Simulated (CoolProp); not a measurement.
Vapour-liquid equilibrium of R114 (1) + benzene (2) at 325.7 K; x and y are mole fractions of (1).

Computed with CoolProp (multi-fluid Helmholtz-energy mixture model, Platzer 1990 and Thol 2012; pair parameters Bell 2016). This equation is an older, rougher fit; its heat capacities, sound speeds and derivatives of the liquid may be far off and weren't checked against measurements.

```tsv
x	bubble pressure (MPa)	y at the bubble point	dew pressure at overall composition x (MPa)	liquid density (mol/L)
0.05	0.09953	0.610	0.04193	10.65
0.125	0.1672	0.777	0.04547	10.42
0.2	0.2160	0.834	0.04966	10.19
0.275	0.2524	0.864	0.05469	9.971
0.35	0.2806	0.883	0.06085	9.751
0.425	0.3040	0.897	0.06857	9.534
0.5	0.3247	0.909	0.07850	9.320
0.575	0.3444	0.919	0.09178	9.110
0.65	0.3641	0.930	0.1104	8.902
0.725	0.3848	0.942	0.1383	8.699
0.8	0.4071	0.955	0.1841	8.499
0.875	0.4316	0.970	0.2684	8.303
0.95	0.4586	0.987	0.3985	8.112
```

No azeotrope shows between x = 0.05 and 0.95.

Pair parameters are fitted to limited data, so mixtures are less certain than the pure fluids. With so large a gap from Raoult's law the liquid may split in two, which this calculation doesn't test in full.
